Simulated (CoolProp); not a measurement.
A single-stage vapour-compression cycle with the fluid: evaporating at 263.15 K (dew point), condensing at 306.15 K (bubble point), superheat 10 K, subcooling 8 K, compressor efficiency 0.85, no pressure losses. The same conditions are run with several fluids, on thermodynamics alone (safety and materials aside).

Values from CoolProp's reference Helmholtz-energy equation of state of each fluid (R142b: Lemmon 2006; R143a: Lemmon and Jacobsen 2000; carbonyl sulfide: Lemmon 2006; CH3F (R41): Lemmon 2006; R245ca: Zhou 2016; n-butane: Bücker 2006).

```json
[
 {"fluid": "R142b", "cooling COP": "4.66", "pressure ratio": "4.39", "discharge temperature (K)": "327.4", "refrigerating effect (kJ/kg)": "187", "volumetric capacity (kJ/m³)": "840"},
 {"fluid": "R143a", "cooling COP": "4.30", "pressure ratio": "3.45", "discharge temperature (K)": "326.6", "refrigerating effect (kJ/kg)": "154", "volumetric capacity (kJ/m³)": "2870"},
 {"fluid": "carbonyl sulfide", "cooling COP": "4.44", "pressure ratio": "3.26", "discharge temperature (K)": "360.4", "refrigerating effect (kJ/kg)": "241", "volumetric capacity (kJ/m³)": "3280"},
 {"fluid": "CH3F (R41)", "cooling COP": "3.72", "pressure ratio": "2.99", "discharge temperature (K)": "359.6", "refrigerating effect (kJ/kg)": "285", "volumetric capacity (kJ/m³)": "8200"},
 {"fluid": "R245ca", "cooling COP": "4.70", "pressure ratio": "6.56", "discharge temperature (K)": "320.0", "refrigerating effect (kJ/kg)": "185", "volumetric capacity (kJ/m³)": "227"},
 {"fluid": "n-butane", "cooling COP": "4.68", "pressure ratio": "4.45", "discharge temperature (K)": "319.4", "refrigerating effect (kJ/kg)": "328", "volumetric capacity (kJ/m³)": "600"}
]
```
